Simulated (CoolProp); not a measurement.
CF4 (R14) along the isotherm 220.9 K: Z from the reference equation and from simpler models built on Tc = 227.4 K, pc = 3762 kPa, ω = 0.178; each cubic takes its own stable root.

Model: reference Helmholtz-energy equation of state, Platzer 1990, in CoolProp. This equation is an older, rougher fit; its heat capacities, sound speeds and derivatives of the liquid may be far off and weren't checked against measurements.

```tsv
p (kPa)	phase	reference	van der Waals	Soave-Redlich-Kwong
672	gas	0.9304	0.9401	0.9300
1340	gas	0.8528	0.8730	0.8522
2020	gas	0.7593	0.7927	0.7595
2690	gas	0.6363	0.6911	0.6408
3360	liquid	0.1596	0.2545	0.1893
4030	liquid	0.1835	0.2697	0.2106
4700	liquid	0.2080	0.2977	0.2342
5370	liquid	0.2326	0.3277	0.2583
6050	liquid	0.2574	0.3588	0.2827
6720	liquid	0.2818	0.3895	0.3067
7390	liquid	0.3059	0.4201	0.3304
8060	liquid	0.3298	0.4505	0.3539
8730	liquid	0.3535	0.4808	0.3771
9410	liquid	0.3775	0.5114	0.4005
```
